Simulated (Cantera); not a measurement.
Input: 1 mol Fe₂O₃, 0.14 mol O₂, 0.58 mol H₂O, held at 7.50 Torr.

Method: chemical equilibrium by Gibbs-energy minimisation in Cantera with the NASA 1993 tables (ideal gas, pure condensed phases). Candidate condensed phases: Fe, FeO, Fe(OH)₂, Fe(OH)₃, Fe₂O₃, Fe₃O₄, H₂O; 12 gas species. Equilibrium is a limit: real reactors are often held back by kinetics, nucleation or transport.

x: gas mole fraction; n: condensed amount in mol.

```tsv
T (K)	x H₂O	x O₂	x OH	x O	n Fe₂O₃(s)	n Fe₃O₄(s)
1200	0.806	0.194	2.64e-5	1.11e-7	1.00	0
1250	0.806	0.194	5.06e-5	3.05e-7	1.00	0
1300	0.805	0.194	(withheld)	(withheld)	1.00	0
1350	0.805	0.194	0.000161	1.86e-6	1.00	0
1400	0.805	0.194	0.000271	4.17e-6	1.00	0
1450	0.805	0.194	0.000439	8.85e-6	1.00	0
1500	0.654	0.346	0.000716	2.38e-5	0	0.667
1550	0.653	0.345	(withheld)	(withheld)	0	0.667
1600	0.653	0.345	0.00162	8.52e-5	0	0.667
```

Task: What belongs in the gaps?

Result: 
- 1550, x OH: 0.00109
- 1550, x O: 4.60e-5
- 1300, x OH: 9.24e-5
- 1300, x O: 7.80e-7
